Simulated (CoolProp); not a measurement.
Computed with CoolProp (reference Helmholtz-energy equation of state, Thol 2019).

Problem. For dodecamethylpentasiloxane (MD3M), give the phase and the density (kg/m³), Joule-Thomson coefficient (K/MPa), isothermal compressibility (1/MPa), expansivity (1/kK) at 176.95 °C and 1.2 MPa; 295.85 °C and 1.2 MPa.

Solution. 
- 176.95 °C and 1.2 MPa: liquid; density 722, Joule-Thomson coefficient -0.229, isothermal compressibility 0.00554, expansivity 1.48
- 295.85 °C and 1.2 MPa: liquid; density 571, Joule-Thomson coefficient 0.478, isothermal compressibility 0.0304, expansivity 2.87
